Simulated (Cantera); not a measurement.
A perfectly stirred reactor is fed with CH4 : H2 : O2 : N2 : H2O = 1 : 1 : 3.97 : 14.9 : 0.4 (molar parts), equivalence ratio 0.63, at 4.84 atm; it is adiabatic with a 350 K inlet, and is followed from long to short residence time, starting on the burning branch (τ in s: 0.33, 0.16, 0.076, 0.036, 0.017, 0.0083, 0.004, 0.0019, 0.0009, 0.00043, 0.00021, 9.9e-05).

Model: GRI-Mech 3.0 (53 species, 325 reactions), integrated in Cantera.

x: mole fraction; the columns are a selection and need not sum to one.

```
τ (s)    T (K)     x CH4      x H2    x O2    x HO2      x OH
-------  -----  --------  --------  ------  -------  --------
0.33      1771   2.00e-6   1.89e-5  0.0707  1.03e-6  0.000430
0.16      1771         ?         ?  0.0707        ?         ?
0.076     1770   6.51e-6   3.78e-5  0.0707  1.58e-6  0.000539
0.036     1769   1.11e-5   5.88e-5  0.0707  2.25e-6  0.000637
0.017     1767   1.86e-5   9.44e-5  0.0708  3.42e-6  0.000770
0.0083    1764         ?         ?  0.0709        ?         ?
0.0040    1759   4.91e-5  0.000243  0.0710  8.48e-6   0.00114
0.0019    1751   8.13e-5  0.000398  0.0713  1.38e-5   0.00138
0.00090   1739  0.000137  0.000656  0.0719  2.25e-5   0.00165
0.00043   1720  0.000238   0.00108  0.0730  3.67e-5   0.00191
0.00021   1687  0.000440   0.00180  0.0750  6.04e-5   0.00203
9.9e-5     350    0.0470    0.0470   0.187   <1e-12    <1e-12
```

**Question.** Fill in the missing entries.

**Answer.** 
- 0.16, x CH4: 3.66e-6
- 0.16, x H2: 2.56e-5
- 0.16, x HO2: 1.22e-6
- 0.16, x OH: 0.000471
- 0.0083, x CH4: 3.02e-5
- 0.0083, x H2: 0.000150
- 0.0083, x HO2: 5.31e-6
- 0.0083, x OH: 0.000933
